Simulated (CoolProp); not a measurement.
Vapour-liquid equilibrium of R22 (1) + n-pentane (2) at 40.05 °C; x and y are mole fractions of (1).

Computed with CoolProp (multi-fluid Helmholtz-energy mixture model, Kamei 1995 and Thol 2019; pair parameters Bell 2016).

| x | bubble pressure, mixture model (kPa) | bubble pressure, Raoult's law (kPa) | y, mixture model | y, Raoult's law |
|---|---|---|---|---|
| 0.05 | 229.6 | 186.9 | [?] | 0.411 |
| 0.2 | 533.7 | 399.8 | 0.796 | 0.768 |
| 0.35 | 772.4 | 612.7 | 0.869 | 0.877 |
| 0.5 | 957.2 | 825.7 | 0.904 | 0.930 |
| 0.65 | [?] | 1039 | 0.930 | 0.961 |
| 0.8 | 1275 | 1252 | 0.955 | 0.981 |
| 0.95 | [?] | 1464 | 0.987 | 0.996 |

Problem. What belongs in the gaps?

Solution. 
- 0.05, y, mixture model: 0.500
- 0.65, bubble pressure, mixture model (kPa): 1115
- 0.95, bubble pressure, mixture model (kPa): 1463

The largest gap from Raoult's law is +33.5 % in bubble pressure, at x = 0.2. No azeotrope shows between x = 0.05 and 0.95.

The pair parameters rest on a limited set of measurements; away from them the model extrapolates.
